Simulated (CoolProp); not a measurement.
Values from CoolProp's reference Helmholtz-energy equation of state, Thol 2015.

Task: Give the vapour pressure (kPa), vapour density (kg/m³), liquid cp (kJ/(kg K)) of saturated octamethylcyclotetrasiloxane (D4) at 85.35, 95.75, 109.65 °C.

Result: 
```json
[
 {"T (°C)": "85.35", "p (kPa)": "4.62", "vapour density (kg/m³)": "0.464", "liquid cp (kJ/(kg K))": "1.78"},
 {"T (°C)": "95.75", "p (kPa)": "7.32", "vapour density (kg/m³)": "0.715", "liquid cp (kJ/(kg K))": "1.81"},
 {"T (°C)": "109.65", "p (kPa)": "12.8", "vapour density (kg/m³)": "1.22", "liquid cp (kJ/(kg K))": "1.84"}
]
```
